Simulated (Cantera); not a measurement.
Cantera with NASA thermochemical tables; ideal gases at 1 bar, condensed phases pure. Values are per mole of reaction as written; species without (g) are pure solids or liquids, kept so even where they would boil at 1 bar.

Problem. Between 1348 and 1648 K, where is each reaction favourable under standard conditions?
- MgO + SO2(g) ⇌ Mg + SO3(g)
- 4 MgS + 2 SO2(g) ⇌ 4 MgO + 3 S2(g)

Solution. 
- MgO + SO2(g) ⇌ Mg + SO3(g): ΔG° is 480 kJ at 1348 K and 473 kJ at 1648 K; it stays positive (K < 1). ΔH° is 513 kJ and ΔS° 24 J/K at 1648 K.
- 4 MgS + 2 SO2(g) ⇌ 4 MgO + 3 S2(g): ΔG° is -167 kJ at 1348 K and -194 kJ at 1648 K; it stays negative (K > 1). ΔH° is -44 kJ and ΔS° 91 J/K at 1648 K.
